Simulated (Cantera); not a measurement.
A Cantera script and its output.

```python
import numpy as np
import cantera as ct

gas = ct.Solution("gri30.yaml")
gas.TPX = 1473, 1333, {'H2': 0.17, 'O2': 1, 'N2': 0.14}
reactor = ct.IdealGasConstPressureReactor(gas, energy="off", clone=False)
net = ct.ReactorNet([reactor])
net.rtol, net.atol = 1e-08, 1e-18
show = ['H2', 'O2', 'H2O2', 'HO2', 'OH']
times = np.geomspace(3e-06, 2, 15)

steps = ct.SolutionArray(gas, extra=["t"])
rows = []
print(f"{'t/s':>10s}{'T/K':>9s}{'P/Pa':>11s}" + "".join(f"{s:>11s}" for s in show))
for t in times:
    while net.time < t:
        t_next = net.step()
        steps.append(gas.state, t=t_next)
    rows.append([np.interp(t, steps.t, y) for y in (steps.T, steps.P, *steps(*show).X.T)])
    print(f"{t:10.3e}{rows[-1][0]:9.1f}{rows[-1][1]:11.4g}" + "".join(f"{x:11.3e}" for x in rows[-1][2:]))
rate = np.gradient(steps.T, steps.t)
print("integrator steps:", len(steps.t))
if steps.T.max() > steps.T[0] + 200:
    print(f"time of steepest temperature rise: {steps.t[rate.argmax()]:.4e} s")
gas.TPX = 1473, 1333, {'H2': 0.17, 'O2': 1, 'N2': 0.14}
gas.equilibrate("TP")
print(f"equilibrium (TP): T = {gas.T:.1f} K  " + "  ".join(f"{s} {gas[s].X[0]:.3e}" for s in show))
```

Output:

```
       t/s      T/K       P/Pa         H2         O2       H2O2        HO2         OH
 3.000e-06   1473.0       1333  1.298e-01  7.634e-01  2.065e-12  1.814e-08  1.232e-09
 7.818e-06   1473.0       1333  1.298e-01  7.634e-01  1.395e-11  4.727e-08  7.455e-09
 2.038e-05   1473.0       1333  1.298e-01  7.634e-01  9.389e-11  1.231e-07  4.060e-08
 5.310e-05   1473.0       1333  1.298e-01  7.634e-01  6.227e-10  3.205e-07  2.232e-07
 1.384e-04   1473.0       1333  1.298e-01  7.634e-01  3.979e-09  8.330e-07  2.671e-06
 3.607e-04   1473.0       1333  1.274e-01  7.618e-01  1.927e-08  2.015e-06  6.999e-04
 9.399e-04   1473.0       1333  5.477e-03  6.695e-01  1.015e-07  3.145e-06  1.509e-02
 2.449e-03   1473.0       1333  5.097e-03  6.717e-01  9.951e-08  3.139e-06  1.469e-02
 6.384e-03   1473.0       1333  4.744e-03  6.782e-01  9.977e-08  3.145e-06  1.424e-02
 1.664e-02   1473.0       1333  3.898e-03  6.925e-01  9.848e-08  3.108e-06  1.304e-02
 4.336e-02   1473.0       1333  2.316e-03  7.159e-01  8.764e-08  2.794e-06  1.021e-02
 1.130e-01   1473.0       1333  7.532e-04  7.364e-01  5.722e-08  1.765e-06  5.904e-03
 2.945e-01   1473.0       1333  1.478e-04  7.443e-01  2.592e-08  6.322e-07  2.630e-03
 7.674e-01   1473.0       1333  2.736e-05  7.462e-01  1.001e-08  1.970e-07  1.134e-03
 2.000e+00   1473.0       1333  6.228e-06  7.466e-01  4.125e-09  1.271e-07  5.415e-04
integrator steps: 1409
equilibrium (TP): T = 1473.0 K  H2 1.832e-06  O2 7.464e-01  H2O2 2.450e-09  HO2 1.652e-07  OH 2.939e-04
```

Computed with Cantera and GRI-Mech 3.0 (53 species, 325 reactions). Radical loss at walls, strong at low pressure, is not modelled. The temperature is held fixed by assumption; the heat of reaction is taken as removed at once.
